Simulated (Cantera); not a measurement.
Charge: 1 mol SiHCl₃, 0.4 mol HCl, 120 mol N₂, equilibrated at 1575 K and 190000 Pa.

These are equilibrium values from Cantera (NASA tables, ideal gas, pure condensed phases), not measurements of a reactor. Candidate condensed phases: NH₄Cl, Si, Si₃N₄; 28 gas species. The tables' values for SiCl₃ are old estimates; treat these amounts as uncertain. The numbers say what is thermodynamically allowed, not how fast it happens.

Base state: N₂ 0.984, HCl 0.0103, SiCl₄ 0.00284, SiCl₂ 0.00131, SiCl₃ 0.00119, H₂ 0.000601, SiHCl₃ 2.22e-5, Cl 1.00e-5 (mole fractions); condensed: Si₃N₄(s).

Question: What changes in the equilibrium state with this change: temperature from 1575 K to 1598 K?

Answer: 
```tsv
species	before	after
N₂	0.984	0.984
HCl	0.0103	0.0102
SiCl₄	0.00284	0.00257
SiCl₂	0.00131	0.00169
Cl	1.00e-5	1.26e-5
SiCl₃	0.00119	0.00132
H₂	0.000601	0.000617
SiHCl₃	2.22e-5	2.22e-5
Si₃N₄(s), mol	0.115	0.106
```

Question: What changes in the equilibrium state with this change: temperature from 1575 K to 1600 K?

Answer: 
| species | before | after |
|---|---|---|
| N₂ | 0.984 | 0.984 |
| HCl | 0.0103 | 0.0102 |
| SiCl₄ | 0.00284 | 0.00254 |
| SiCl₂ | 0.00131 | 0.00172 |
| Cl | 1.00e-5 | 1.28e-5 |
| SiCl₃ | 0.00119 | 0.00133 |
| H₂ | 0.000601 | 0.000618 |
| SiHCl₃ | 2.22e-5 | 2.22e-5 |
| Si₃N₄(s), mol | 0.115 | 0.105 |
